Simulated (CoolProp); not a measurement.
Vapour-liquid equilibrium of R134a (1) + R227EA (2) at 292.2 K; x and y are mole fractions of (1).

Values from CoolProp's multi-fluid Helmholtz-energy mixture model, Tillner-Roth 1994 and Lemmon 2016; pair parameters Bell 2016.

Question: Give the bubble pressure and the first vapour's composition at x = 0.45, 0.55, 0.65. Is there an azeotrope?

Answer: x = 0.45: 0.4727 MPa, y = 0.536; x = 0.55: 0.4904 MPa, y = 0.628; x = 0.65: 0.5068 MPa, y = 0.714. No azeotrope shows between x = 0.05 and 0.95.

The pair parameters rest on a limited set of measurements; away from them the model extrapolates.
